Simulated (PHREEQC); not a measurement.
Copper plating or etch bath: speciation

A solution holds 0.022 mol Cu(NO3)2, 0.00055 mol HCl and 0.0093 mol FeCl3 per kg of water, at 20 °C. Closed to the air; pH follows from the charge balance.

Equilibrium calculation in PHREEQC: ion-association model, wateq4f.dat.

```json
{
 "pH": "2.37",
 "ionic_strength": "0.114 mol/kgw",
 "total_alkalinity": "-19.1 meq/kg"
}
```

```
species     molality  activity   log γ
----------  --------  --------  ------
NO3-          0.0440    0.0327  -0.128
Cl-           0.0269    0.0204  -0.122
Cu+2          0.0215   0.00836  -0.411
H+           0.00525   0.00431  -0.086
Fe+3         0.00382  0.000648  -0.771
FeOH+2       0.00198  0.000718  -0.440
Fe2(OH)2+4   0.00100   1.71e-5  -1.767
FeCl+2      0.000935  0.000339  -0.440
```

No solid was allowed to form. The solution is supersaturated, for example in Hematite (slow to form), Goethite (slow to form), so a real one may precipitate; this is no full list.
